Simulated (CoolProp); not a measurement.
Vapour-liquid equilibrium of propylene (1) + R22 (2) at 1280 kPa; x and y are mole fractions of (1).

Values from CoolProp's multi-fluid Helmholtz-energy mixture model, Lemmon 2013 and Kamei 1995; pair parameters Bell 2016.

| x | bubble temperature (K) | y at the bubble point | dew temperature at overall composition x (K) | liquid density (mol/L) |
|---|---|---|---|---|
| 0.05 | 305.1 | 0.064 | 305.3 | 13.32 |
| 0.15 | 303.8 | 0.181 | 304.1 | 13.15 |
| 0.25 | 302.8 | 0.285 | 303.1 | 12.98 |
| 0.35 | 302.0 | 0.382 | 302.2 | 12.82 |
| 0.45 | 301.4 | 0.473 | 301.6 | 12.66 |
| 0.55 | 301.1 | 0.562 | 301.1 | 12.50 |
| 0.65 | 301.0 | 0.651 | 301.0 | 12.35 |
| 0.75 | 301.1 | 0.743 | 301.1 | 12.20 |
| 0.85 | 301.4 | 0.839 | 301.4 | 12.06 |
| 0.95 | 301.9 | 0.944 | 302.0 | 11.92 |

y crosses x between x = 0.65 and 0.75: the model has an azeotrope there.

Pair parameters are fitted to limited data, so mixtures are less certain than the pure fluids.
